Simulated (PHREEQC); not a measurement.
Solution (20 °C): 0.0012 mol/kgw NaBr and 0.00036 mol/kgw CuSO4. It is in equilibrium with CO2 at log p = -2 (atm). Otherwise closed; pH follows from the charge balance.

Computed with PHREEQC (ion-association model, wateq4f.dat).

The ionic strength comes out as 0.00259 mol/kgw. What activity coefficients do SO4-2, HCO3-, Cu+2, Br-, H+ get?

SO4-2 0.80, HCO3- 0.95, Cu+2 0.81, Br- 0.95, H+ 0.95.

Precipitation was switched off in this run.
